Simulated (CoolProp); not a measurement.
R21 along the isotherm 199.85 °C: Z from the reference equation and from simpler models built on Tc = 179.6 °C, pc = 52.89 bar, ω = 0.206; each cubic takes its own stable root.

Model: reference Helmholtz-energy equation of state, Platzer 1990, in CoolProp. This equation is an older, rougher fit; its heat capacities, sound speeds and derivatives of the liquid may be far off and weren't checked against measurements.

```json
[
 {"p (bar)": "4.96", "phase": "gas", "reference": "0.9724"},
 {"p (bar)": "9.92", "phase": "gas", "reference": "0.9436"},
 {"p (bar)": "14.9", "phase": "gas", "reference": "0.9131"},
 {"p (bar)": "19.8", "phase": "gas", "reference": "0.8814"},
 {"p (bar)": "24.8", "phase": "gas", "reference": "0.8471"},
 {"p (bar)": "29.7", "phase": "gas", "reference": "0.8113"},
 {"p (bar)": "34.7", "phase": "gas", "reference": "0.7721"},
 {"p (bar)": "39.7", "phase": "gas", "reference": "0.7296"},
 {"p (bar)": "44.6", "phase": "gas", "reference": "0.6839"},
 {"p (bar)": "49.6", "phase": "gas", "reference": "0.6318"},
 {"p (bar)": "54.5", "phase": "supercritical", "reference": "0.5738"},
 {"p (bar)": "59.5", "phase": "supercritical", "reference": "0.5049"},
 {"p (bar)": "64.5", "phase": "supercritical", "reference": "0.4258"},
 {"p (bar)": "69.4", "phase": "supercritical", "reference": "0.3545"},
 {"p (bar)": "74.4", "phase": "supercritical", "reference": "0.3158"},
 {"p (bar)": "79.3", "phase": "supercritical", "reference": "0.3037"}
]
```

Q: How far does each simpler model (van der Waals, Redlich-Kwong) lie from the reference over these 16 states: mean and median of the absolute difference, and the worst?

A: 
- van der Waals: mean 4.5 %, median 2.3 %, worst +22.8 % at 199.85 °C and 79.3 bar
- Redlich-Kwong: mean 1.7 %, median 0.3 %, worst +11.8 % at 199.85 °C and 79.3 bar
